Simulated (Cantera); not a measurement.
An adiabatic, constant-pressure homogeneous reactor starts with 10.0 % CO, 0.440 % H₂, 7.10 % CH₄, 12.1 % O₂, 47.3 % N₂, 23.0 % H₂O, equivalence ratio 1.6, at 1625 K and 2480 Torr.

Cantera simulation using GRI-Mech 3.0 (53 species, 325 reactions); the numbers are that mechanism's predictions, not measurements.

x: mole fraction; the columns are a selection and need not sum to one.

```csv
t (s),T (K),x CO,x H₂,x CH₄,x HCO,x CH₂O,x NO,x CH₂
3.00e-6,1625,0.100,0.00440,0.0710,7.08e-11,3.80e-7,<1e-12,4.25e-11
7.38e-6,1625,0.100,0.00441,0.0710,1.82e-10,2.79e-6,<1e-12,2.54e-10
1.82e-5,1625,0.100,0.00442,0.0709,1.37e-9,2.07e-5,<1e-12,1.90e-9
4.47e-5,1626,0.0999,0.00452,0.0703,1.91e-8,0.000147,3.75e-12,1.36e-8
0.000110,1640,0.0998,(withheld),0.0667,(withheld),(withheld),3.48e-11,(withheld)
0.000271,2575,0.0903,0.0562,<1e-12,2.49e-7,6.44e-9,6.54e-5,<1e-12
0.000668,2606,0.0900,0.0555,1.12e-12,1.86e-7,6.61e-9,0.000220,<1e-12
0.00164,2604,0.0901,0.0556,1.14e-12,1.86e-7,6.63e-9,0.000544,<1e-12
0.00404,2602,0.0903,0.0559,1.17e-12,1.85e-7,6.67e-9,0.00104,<1e-12
0.00996,2600,0.0903,0.0560,1.18e-12,1.85e-7,6.69e-9,0.00129,<1e-12
0.0245,2600,0.0903,0.0560,1.18e-12,1.85e-7,6.69e-9,0.00130,<1e-12
0.0603,2600,0.0903,0.0560,1.18e-12,1.85e-7,6.69e-9,0.00130,<1e-12
0.149,2600,0.0903,0.0560,1.18e-12,1.85e-7,6.69e-9,0.00130,<1e-12
0.366,2600,0.0903,0.0560,1.18e-12,1.85e-7,6.69e-9,0.00130,<1e-12
0.900,2600,0.0903,0.0560,1.18e-12,1.85e-7,6.69e-9,0.00130,<1e-12
```

Q: Some entries are withheld; supply them.

A: 
- 0.000110, x H₂: 0.00559
- 0.000110, x HCO: 2.14e-7
- 0.000110, x CH₂O: 0.000699
- 0.000110, x CH₂: 7.39e-8
